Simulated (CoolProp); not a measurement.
Vapour-liquid equilibrium of propane (1) + n-perfluorobutane (2) at 340.8 K; x and y are mole fractions of (1).

The numbers come from the multi-fluid Helmholtz-energy mixture model, Lemmon 2009 and Gao 2022; pair parameters Bell 2016 in CoolProp.

```
x     bubble pressure, mixture model (kPa)  bubble pressure, Raoult's law (kPa)  y, mixture model  y, Raoult's law
----  ------------------------------------  -----------------------------------  ----------------  ---------------
0.05                                  1040                                948.1             0.161            0.130
0.15                                  1351                                 1108             0.361            0.334
0.25                                  1614                                 1268             0.479            0.487
0.35                                  1832                                 1429             0.560            0.605
0.45                                  2012                                 1589             0.623            0.700
0.55                                  2164                                 1749             0.680            0.777
0.65                                  2292                                 1909             0.736            0.841
0.75                                  2393                                 2069             0.797            0.895
0.85                                  2460                                 2230             0.866            0.942
0.95                                  2482                                 2390             0.949            0.982
```

The largest gap from Raoult's law is +28.2 % in bubble pressure, at x = 0.35. y crosses x between x = 0.85 and 0.95: the model has an azeotrope there.

Pair parameters are fitted to limited data, so mixtures are less certain than the pure fluids.
